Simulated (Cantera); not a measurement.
## Hydrogen reduction and annealing atmospheres: Fe3O4 + H2 + H2O

Input: 1 mol Fe3O4, 35 mol H2, a varied amount of H2O, held at 973 K and 7.80 bar.

Equilibrium computed with Cantera from the NASA thermochemical tables; the gas is ideal and each condensed phase is pure. Candidate condensed phases: Fe, FeO, Fe(OH)2, Fe(OH)3, Fe2O3, Fe3O4, H2O; 12 gas species. The tables' stoichiometric FeO is somewhat more stable than real wüstite, so its field is too wide. FeO: taken at fixed stoichiometry. Kinetics and transport are ignored.

```json
[
 {"n(H2O) (mol)": "0.38", "x H2": "0.876", "x H2O": "0.124", "n Fe(α)": "3.00", "n FeO(s)": "0"},
 {"n(H2O) (mol)": "0.7", "x H2": "0.868", "x H2O": "0.132", "n Fe(α)": "3.00", "n FeO(s)": "0"},
 {"n(H2O) (mol)": "1", "x H2": "0.861", "x H2O": "0.139", "n Fe(α)": "3.00", "n FeO(s)": "0"},
 {"n(H2O) (mol)": "1.3", "x H2": "0.857", "x H2O": "0.143", "n Fe(α)": "2.88", "n FeO(s)": "0.115"},
 {"n(H2O) (mol)": "1.7", "x H2": "0.857", "x H2O": "0.143", "n Fe(α)": "2.54", "n FeO(s)": "0.458"},
 {"n(H2O) (mol)": "2", "x H2": "0.857", "x H2O": "0.143", "n Fe(α)": "2.28", "n FeO(s)": "0.715"},
 {"n(H2O) (mol)": "2.3", "x H2": "0.857", "x H2O": "0.143", "n Fe(α)": "2.03", "n FeO(s)": "0.973"},
 {"n(H2O) (mol)": "2.6", "x H2": "0.857", "x H2O": "0.143", "n Fe(α)": "1.77", "n FeO(s)": "1.23"},
 {"n(H2O) (mol)": "2.9", "x H2": "0.857", "x H2O": "0.143", "n Fe(α)": "1.51", "n FeO(s)": "1.49"},
 {"n(H2O) (mol)": "3.2", "x H2": "0.857", "x H2O": "0.143", "n Fe(α)": "1.26", "n FeO(s)": "1.74"},
 {"n(H2O) (mol)": "3.6", "x H2": "0.857", "x H2O": "0.143", "n Fe(α)": "0.913", "n FeO(s)": "2.09"}
]
```
x: gas mole fraction; n: condensed amount in mol.

From 0.38 mol H2O to 1 mol H2O the condensed part is Fe(α). From 1.3 mol H2O to 3.6 mol H2O the condensed part is Fe(α) + FeO(s).
